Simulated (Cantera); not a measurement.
Cantera run:

```python
import numpy as np
import cantera as ct

gas_names = """
    H HO2 H2 H2O H2O2 H2S H2SO4 Na NaH NaO NaOH Na2 Na2O Na2O2H2 Na2SO4 O OH O2 O3 S SH SO SO2 SO3 S2
    S2O S8
""".split()
cond_names = """
    H2O(s) H2O(L) H2SO4(L) Na(cr) Na(L) NaOH(a) NaOH(L) NaO2(s) Na2O(c) Na2O(a) Na2O(L) Na2O2(a)
    Na2O2(b) Na2S(1) Na2S(2) Na2S(L) Na2SO4(V) Na2SO4(IV) Na2SO4(I) Na2SO4(L) S(cr1) S(cr2) S(L)
""".split()


# ... load() reads the species with a 1 bar reference pressure and builds the phases ...
atoms = {
    'Na2SO4': {'Na': 2, 'S': 1, 'O': 4},
    'H2O': {'H': 2, 'O': 1},
    'O2': {'O': 2},
    'H2': {'H': 2},
}
top_T = {'NaO2(s)': 800, 'Na2O2(b)': 940}  # K; cautious upper limits of use, not melting points


# ... equilibrate(T, P, feed) seeds the gas with the atoms and calls Mixture.equilibrate('TP', solver="vcs", rtol=1e-11, max_steps=5000) ...
results = []
feed = {'Na2SO4': 1, 'H2O': 0.37, 'O2': 0.061, 'H2': 0.00045}  # mol
P = 64  # Pa
for T in [1075, 1125, 1175, 1225, 1275, 1325, 1375, 1425, 1475, 1525, 1575, 1625, 1675, 1725]:
    mix = equilibrate(T, P, feed)
    results.append((T, P, feed, dict(zip(mix.species_names, mix.species_moles))))
    x = sorted(zip(gas.X, gas.species_names), reverse=True)
    print(f"T = {T:g} K  P = {P:g} Pa  gas = {mix.phase_moles(0):.4g} mol")
    print("   x: " + "  ".join(f"{s} {v:.3e}" for v, s in x if v > 1e-05))
    print("   condensed (mol): " + ("  ".join(f"{mix.phase(i).name} {mix.phase_moles(i):.4g}"
          for i in range(1, mix.n_phases) if mix.phase_moles(i) > 1e-12) or "none"))
```

Output:

```
T = 1075 K  P = 64 Pa  gas = 0.4312 mol
   x: H2O 8.590e-01  O2 1.409e-01  NaOH 2.474e-05  SO2 1.230e-05
   condensed (mol): Na2SO4(I) 1
T = 1125 K  P = 64 Pa  gas = 0.4313 mol
   x: H2O 8.589e-01  O2 1.409e-01  NaOH 1.083e-04  SO2 5.414e-05  Na2SO4 2.913e-05  OH 1.683e-05
   condensed (mol): Na2SO4(I) 1
T = 1175 K  P = 64 Pa  gas = 0.4315 mol
   x: H2O 8.583e-01  O2 1.409e-01  NaOH 4.105e-04  SO2 2.067e-04  Na2SO4 1.143e-04  OH 3.527e-05
   condensed (mol): Na2SO4(L) 0.9999
T = 1225 K  P = 64 Pa  gas = 0.4322 mol
   x: H2O 8.565e-01  O2 1.410e-01  NaOH 1.357e-03  SO2 6.914e-04  Na2SO4 3.720e-04  OH 6.954e-05  Na 2.857e-05
   condensed (mol): Na2SO4(L) 0.9995
T = 1275 K  P = 64 Pa  gas = 0.4341 mol
   x: H2O 8.514e-01  O2 1.411e-01  NaOH 4.049e-03  SO2 2.107e-03  Na2SO4 1.094e-03  Na 1.707e-04  OH 1.298e-04
   condensed (mol): Na2SO4(L) 0.9986
T = 1325 K  P = 64 Pa  gas = 0.4394 mol
   x: H2O 8.375e-01  O2 1.415e-01  NaOH 1.099e-02  SO2 5.930e-03  Na2SO4 2.943e-03  Na 8.831e-04  OH 2.299e-04  H2 1.181e-05
   condensed (mol): Na2SO4(L) 0.9961
T = 1375 K  P = 64 Pa  gas = 0.4536 mol
   x: H2O 8.029e-01  O2 1.427e-01  NaOH 2.711e-02  SO2 1.555e-02  Na2SO4 7.314e-03  Na 4.011e-03  OH 3.861e-04  H2 2.570e-05  NaO 1.173e-05  SO3 1.117e-05
   condensed (mol): Na2SO4(L) 0.9896
T = 1425 K  P = 64 Pa  gas = 0.4927 mol
   x: H2O 7.215e-01  O2 1.463e-01  NaOH 6.015e-02  SO2 3.816e-02  Na2SO4 1.693e-02  Na 1.616e-02  OH 6.071e-04  H2 4.909e-05  NaO 4.450e-05  O 2.098e-05  SO3 2.067e-05
   condensed (mol): Na2SO4(L) 0.9728
T = 1475 K  P = 64 Pa  gas = 0.6136 mol
   x: H2O 5.458e-01  O2 1.566e-01  NaOH 1.149e-01  SO2 8.656e-02  Na 5.817e-02  Na2SO4 3.681e-02  OH 8.558e-04  NaO 1.549e-04  H2 7.340e-05  O 4.491e-05  SO3 3.688e-05
   condensed (mol): Na2SO4(L) 0.9243
T = 1525 K  P = 64 Pa  gas = 1.234 mol
   x: H2O 2.225e-01  Na 1.902e-01  O2 1.828e-01  SO2 1.726e-01  NaOH 1.547e-01  Na2SO4 7.560e-02  OH 8.778e-04  NaO 5.135e-04  O 9.572e-05  SO3 6.155e-05  H2 5.406e-05
   condensed (mol): Na2SO4(L) 0.6937
T = 1575 K  P = 64 Pa  gas = 3.701 mol
   x: Na 3.605e-01  SO2 2.282e-01  O2 2.202e-01  NaOH 9.512e-02  H2O 5.217e-02  Na2SO4 4.188e-02  NaO 1.006e-03  OH 6.695e-04  O 1.986e-04  SO3 7.035e-05  H2 2.162e-05  SO 2.138e-05
   condensed (mol): none
T = 1625 K  P = 64 Pa  gas = 4.133 mol
   x: Na 3.992e-01  SO2 2.356e-01  O2 2.317e-01  NaOH 7.110e-02  H2O 5.353e-02  Na2SO4 6.256e-03  NaO 1.081e-03  OH 1.007e-03  O 3.704e-04  SO3 5.958e-05  SO 4.373e-05  H2 3.896e-05  H 1.741e-05
   condensed (mol): none
T = 1675 K  P = 64 Pa  gas = 4.253 mol
   x: Na 4.146e-01  O2 2.342e-01  SO2 2.341e-01  H2O 5.984e-02  NaOH 5.282e-02  OH 1.530e-03  NaO 1.071e-03  Na2SO4 8.680e-04  O 6.534e-04  SO 8.419e-05  H2 7.536e-05  SO3 4.828e-05  H 3.984e-05
   condensed (mol): none
T = 1725 K  P = 64 Pa  gas = 4.307 mol
   x: Na 4.241e-01  O2 2.349e-01  SO2 2.319e-01  H2O 6.522e-02  NaOH 3.898e-02  OH 2.244e-03  O 1.112e-03  NaO 1.044e-03  SO 1.559e-04  H2 1.382e-04  Na2SO4 1.303e-04  H 8.631e-05  SO3 3.932e-05
   condensed (mol): none
```

These are equilibrium values from Cantera (NASA tables, ideal gas, pure condensed phases), not measurements of a reactor.
